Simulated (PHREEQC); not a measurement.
Consider water at 25 °C and 500 atm with 1.6 mol/kgw CaCl2, 0.62 mol/kgw SrCl2 and 0.13 mol/kgw MgCl2. Closed to the air; pH follows from the charge balance.

Computed with PHREEQC (Pitzer model, pitzer.dat).

Task: The ionic strength comes out as 7.05 mol/kgw. What activity coefficients do Mg+2, Sr+2, Cl-, Ca+2 get?

Result: Mg+2 3.7, Sr+2 1.9, Cl- 0.64, Ca+2 2.4. Single-ion values are on the MacInnes scale.

No solid was allowed to form. Under pressure, the constants of complexes without a molar volume in the database are unreliable.
